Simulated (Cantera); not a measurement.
## Equilibrium for tantalum, niobium, vanadium and zirconium in process gases: Zr + NH3 + H2

Feed: 1 mol Zr, 5.6 mol NH3, 85 mol H2, at 2500 K.

Equilibrium computed with Cantera from the NASA thermochemical tables; the gas is ideal and each condensed phase is pure. Candidate condensed phases: Zr, ZrN; 11 gas species. ZrN: taken at fixed stoichiometry. Equilibrium is a limit: real reactors are often held back by kinetics, nucleation or transport.

```csv
P (Pa),log p H,log p H2,log p N2,log p Zr,log p N,log p NH3,log p NH2,n ZrN(s)
0.100,-6.01,-8.82,-7.83,-8.28,-10.45,<-18,<-18,0
0.600,-5.23,-7.27,-7.05,-7.50,-10.06,<-17,-16.77,0
3.60,-4.48,-5.75,-6.26,-6.70,-9.66,<-16,-14.85,0
22,-3.77,-4.34,-5.41,-5.86,-9.24,-14.20,-13.02,0
130,-3.20,-3.19,-4.62,-6.06,-8.84,-12.08,-11.48,0.916
770,-2.72,-2.25,-3.79,-6.48,-8.43,-10.25,-10.11,0.995
4600,-2.30,-1.40,-2.98,-6.88,-8.02,-8.57,-8.86,1.000
28000,-1.89,-0.58,-2.18,-7.28,-7.63,-6.95,-7.65,1.000
170000,-1.49,0.21,-1.39,-7.68,-7.23,-5.36,-6.46,1.000
1000000,-1.11,0.99,-0.62,-8.06,-6.84,-3.82,-5.30,1.00
```
log p: log10 of the partial pressure in bar; n: condensed amount in mol.

From 0.100 Pa to 22.0 Pa nothing is condensed. From 1.30 mbar to 10.0 bar the condensed part is ZrN(s).
